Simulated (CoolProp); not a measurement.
Saturation properties of n-heptane (Tc = 268.1 °C, pc = 2.774 MPa, ω = 0.349).

Model: reference Helmholtz-energy equation of state, Span 2003, in CoolProp. It is a short technical equation, of lower accuracy than the large ones.

```json
[
 {"T (°C)": "134.85", "p (MPa)": "0.2648", "enthalpy of vaporisation (kJ/kg)": "288.4", "liquid cp (kJ/(kg K))": "2.743", "liquid viscosity (µPa s)": "148"},
 {"T (°C)": "139.45", "p (MPa)": "0.2949", "enthalpy of vaporisation (kJ/kg)": "…", "liquid cp (kJ/(kg K))": "2.768", "liquid viscosity (µPa s)": "143"},
 {"T (°C)": "144.05", "p (MPa)": "0.3274", "enthalpy of vaporisation (kJ/kg)": "280.5", "liquid cp (kJ/(kg K))": "2.794", "liquid viscosity (µPa s)": "…"},
 {"T (°C)": "148.75", "p (MPa)": "0.3634", "enthalpy of vaporisation (kJ/kg)": "276.2", "liquid cp (kJ/(kg K))": "2.821", "liquid viscosity (µPa s)": "133"},
 {"T (°C)": "153.35", "p (MPa)": "0.4015", "enthalpy of vaporisation (kJ/kg)": "272.0", "liquid cp (kJ/(kg K))": "…", "liquid viscosity (µPa s)": "…"},
 {"T (°C)": "157.95", "p (MPa)": "0.4425", "enthalpy of vaporisation (kJ/kg)": "…", "liquid cp (kJ/(kg K))": "2.875", "liquid viscosity (µPa s)": "124"},
 {"T (°C)": "162.55", "p (MPa)": "0.4866", "enthalpy of vaporisation (kJ/kg)": "263.1", "liquid cp (kJ/(kg K))": "2.903", "liquid viscosity (µPa s)": "120"},
 {"T (°C)": "167.15", "p (MPa)": "0.5339", "enthalpy of vaporisation (kJ/kg)": "258.5", "liquid cp (kJ/(kg K))": "2.932", "liquid viscosity (µPa s)": "115"},
 {"T (°C)": "171.75", "p (MPa)": "0.5847", "enthalpy of vaporisation (kJ/kg)": "253.7", "liquid cp (kJ/(kg K))": "2.963", "liquid viscosity (µPa s)": "111"},
 {"T (°C)": "176.45", "p (MPa)": "0.6402", "enthalpy of vaporisation (kJ/kg)": "248.6", "liquid cp (kJ/(kg K))": "2.995", "liquid viscosity (µPa s)": "107"},
 {"T (°C)": "181.05", "p (MPa)": "0.6983", "enthalpy of vaporisation (kJ/kg)": "243.5", "liquid cp (kJ/(kg K))": "3.028", "liquid viscosity (µPa s)": "104"}
]
```

### Question
Fill in the missing entries.

### Answer

- 139.45, enthalpy of vaporisation (kJ/kg): 284.5
- 144.05, liquid viscosity (µPa s): 138
- 153.35, liquid cp (kJ/(kg K)): 2.847
- 153.35, liquid viscosity (µPa s): 128
- 157.95, enthalpy of vaporisation (kJ/kg): 267.6

It boils at 98.4 °C under 1 atm.

Viscosity comes from a separate model (Michailidou 2014).
